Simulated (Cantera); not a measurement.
A freely propagating, adiabatic, planar premixed flame of 6.76 % CH4, 19.6 % O2, 73.6 % N2, unburnt at 548 K and 1.00 bar; multicomponent+Soret transport, grid criteria slope 0.08 and curve 0.16, no radiation.

Cantera simulation using GRI-Mech 3.0 (53 species, 325 reactions); the numbers are that mechanism's predictions, not measurements. Burning velocities carry a grid error of a few per cent, more on coarse grids.

x: mole fraction of selected species; z is measured from the peak of heat release.

```csv
z (mm),T (K),u (m/s),x CH4,x O2,x NO2,x C2H4,x CH2,x CH2O
-1.37,548,0.684,0.0675,0.196,<1e-8,…,<1e-8,2.25e-7
-0.913,551,0.688,0.0671,0.196,<1e-8,…,<1e-8,3.02e-6
-0.685,561,0.701,0.0662,0.195,<1e-8,…,<1e-8,1.57e-5
-0.456,618,0.773,0.0621,0.191,3.09e-8,…,<1e-8,0.000119
-0.228,926,1.17,0.0442,0.166,4.64e-8,…,6.01e-8,0.000691
-0.114,1253,1.59,0.0249,0.134,1.68e-8,…,2.45e-6,0.000881
0,1577,2.01,0.00594,0.0967,<1e-8,…,1.62e-5,0.000517
0.114,1715,2.18,0.000407,0.0765,<1e-8,…,3.29e-6,6.46e-5
0.228,1767,2.24,1.59e-5,0.0698,<1e-8,…,1.66e-7,2.95e-6
0.456,1833,2.31,2.99e-8,0.0655,<1e-8,<1e-8,<1e-8,<1e-8
0.913,1903,2.39,<1e-8,0.0630,<1e-8,<1e-8,<1e-8,<1e-8
1.83,1958,2.45,<1e-8,0.0618,<1e-8,<1e-8,<1e-8,<1e-8
3.65,1989,2.49,<1e-8,0.0613,1.26e-8,<1e-8,<1e-8,<1e-8
```

What belongs in the gaps?


- -1.37, x C2H4: 1.96e-8
- -0.913, x C2H4: 2.68e-7
- -0.685, x C2H4: 1.45e-6
- -0.456, x C2H4: 1.24e-5
- -0.228, x C2H4: 0.000113
- -0.114, x C2H4: 0.000211
- 0, x C2H4: 0.000105
- 0.114, x C2H4: 3.96e-6
- 0.228, x C2H4: 4.94e-8
